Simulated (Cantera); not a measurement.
**C + NH₃ + H₂ (carbon deposition, reforming and gasification)**

Charge: 1 mol C, 0.034 mol NH₃, 58 mol H₂, at 13500 Torr.

Method: chemical equilibrium by Gibbs-energy minimisation in Cantera with the NASA 1993 tables (ideal gas, pure condensed phases). Candidate condensed phases: C, C₆H₆, C₇H₈, C₈H₁₈; 92 gas species. The numbers say what is thermodynamically allowed, not how fast it happens.

```tsv
T (°C)	x H₂	x H	x CH₄	x C₂H₂ (acetylene)	x HCN	x N₂	n C(graphite)
1175	0.982	2.15e-6	0.0175	4.26e-7	3.66e-6	0.000285	0
1325	0.982	1.24e-5	0.0174	9.84e-6	2.05e-5	0.000280	0
1475	0.983	5.34e-5	0.0160	0.000111	7.47e-5	0.000254	0.0590
1625	0.989	0.000183	0.00995	0.000372	0.000142	0.000218	0.365
1775	0.991	0.000525	0.00663	0.00104	0.000230	0.000170	0.468
1925	0.991	0.00131	0.00467	0.00251	0.000323	0.000118	0.398
2075	0.987	0.00289	0.00343	0.00540	0.000400	7.27e-5	0.120
2225	0.984	0.00583	0.00214	0.00702	0.000423	5.52e-5	0
2375	0.980	0.0108	0.00129	0.00742	0.000427	4.76e-5	0
2525	0.972	0.0189	0.000812	0.00761	0.000427	4.20e-5	0
2675	0.960	0.0310	0.000529	0.00766	0.000423	3.74e-5	0
```
x: gas mole fraction; n: condensed amount in mol.

From 1175 °C to 1325 °C nothing is condensed. From 1475 °C to 2075 °C the condensed part is C(graphite). From 2225 °C to 2675 °C nothing is condensed. The main C-bearing gas is CH₄ at 1175 °C and C₂H₂ (acetylene) at 2675 °C.
